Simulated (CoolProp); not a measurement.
Vapour-liquid equilibrium of benzene (1) + toluene (2) at 0.216 MPa; x and y are mole fractions of (1).

Computed with CoolProp (multi-fluid Helmholtz-energy mixture model, Thol 2012 and Lemmon 2006; pair parameters Bell 2016).

```json
[
 {"x": "0.05", "bubble temperature, mixture model (K)": "410.5", "bubble temperature, Raoult's law (K)": "410.4", "y, mixture model": "0.097", "y, Raoult's law": "0.103"},
 {"x": "0.125", "bubble temperature, mixture model (K)": "407.2", "bubble temperature, Raoult's law (K)": "407.0", "y, mixture model": "0.227", "y, Raoult's law": "0.239"},
 {"x": "0.2", "bubble temperature, mixture model (K)": "404.2", "bubble temperature, Raoult's law (K)": "403.9", "y, mixture model": "0.342", "y, Raoult's law": "0.357"},
 {"x": "0.275", "bubble temperature, mixture model (K)": "401.3", "bubble temperature, Raoult's law (K)": "401.0", "y, mixture model": "0.444", "y, Raoult's law": "0.459"},
 {"x": "0.35", "bubble temperature, mixture model (K)": "398.6", "bubble temperature, Raoult's law (K)": "398.2", "y, mixture model": "0.533", "y, Raoult's law": "0.548"},
 {"x": "0.425", "bubble temperature, mixture model (K)": "396.0", "bubble temperature, Raoult's law (K)": "395.6", "y, mixture model": "0.613", "y, Raoult's law": "0.626"},
 {"x": "0.5", "bubble temperature, mixture model (K)": "393.5", "bubble temperature, Raoult's law (K)": "393.2", "y, mixture model": "0.684", "y, Raoult's law": "0.695"},
 {"x": "0.575", "bubble temperature, mixture model (K)": "391.2", "bubble temperature, Raoult's law (K)": "390.9", "y, mixture model": "0.747", "y, Raoult's law": "0.757"},
 {"x": "0.65", "bubble temperature, mixture model (K)": "389.0", "bubble temperature, Raoult's law (K)": "388.7", "y, mixture model": "0.803", "y, Raoult's law": "0.811"},
 {"x": "0.725", "bubble temperature, mixture model (K)": "386.9", "bubble temperature, Raoult's law (K)": "386.7", "y, mixture model": "0.853", "y, Raoult's law": "0.860"},
 {"x": "0.8", "bubble temperature, mixture model (K)": "384.9", "bubble temperature, Raoult's law (K)": "384.7", "y, mixture model": "0.899", "y, Raoult's law": "0.903"},
 {"x": "0.875", "bubble temperature, mixture model (K)": "383.0", "bubble temperature, Raoult's law (K)": "382.9", "y, mixture model": "0.940", "y, Raoult's law": "0.943"},
 {"x": "0.95", "bubble temperature, mixture model (K)": "381.2", "bubble temperature, Raoult's law (K)": "381.1", "y, mixture model": "0.977", "y, Raoult's law": "0.978"}
]
```

The largest gap from Raoult's law is +0.4 K in bubble temperature, at x = 0.35. No azeotrope shows between x = 0.05 and 0.95.

Pair parameters are fitted to limited data, so mixtures are less certain than the pure fluids.
